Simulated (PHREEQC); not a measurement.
1 kg of water holding 10 mmol/kgw KCl, 15 mmol/kgw Na2SO4 and 130 mmol/kgw Na2CO3 is evaporated at 25 °C; the solids stay in contact with the brine. No CO2 enters from the air. Only these solids could form: Arcanite, Burkeite, Glaserite, Halite, Kalicinite, Mirabilite, Misenite, Nahcolite, Natron, Sylvite, Thenardite, Trona.

The series has 20 steps of water left (kg), from 1 to 0.004067.

The numbers come from PHREEQC with the Pitzer model, pitzer.dat.

### Question
Which solids form, in which order, and at which step of the series does each first stand?

### Answer
Natron from water left = 0.03965 kg (pH 12.00); Glaserite from water left = 0.01258 kg (pH 12.05); Burkeite from water left = 0.004067 kg (pH 12.08).
